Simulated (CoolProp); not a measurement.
Saturation properties of normal hydrogen.

Computed with CoolProp (reference Helmholtz-energy equation of state, Leachman 2009).

```tsv
T (K)	p (MPa)	vapour density (kg/m³)	surface tension (mN/m)	liquid viscosity (µPa s)	vapour viscosity (µPa s)
21.7	0.1471	1.869	1.68	12.1	1.07
23	0.2044	2.533	1.46	11.0	1.15
24.4	0.2821	3.436	1.23	9.88	1.24
25.7	0.3710	4.490	1.01	8.98	1.32
27.1	0.4869	5.920	0.784	8.10	1.43
28.4	0.6154	7.617	0.581	7.32	1.54
29.8	0.7787	10.03	0.374	6.50	1.69
31.2	0.9711	13.51	0.188	5.62	1.90
32.5	1.180	19.28	0.0587	4.58	2.25
```

It boils at 20.4 K under 1 atm.

Viscosity comes from a separate model (Muzny 2013). Surface tension comes from a separate correlation (Mulero 2012).
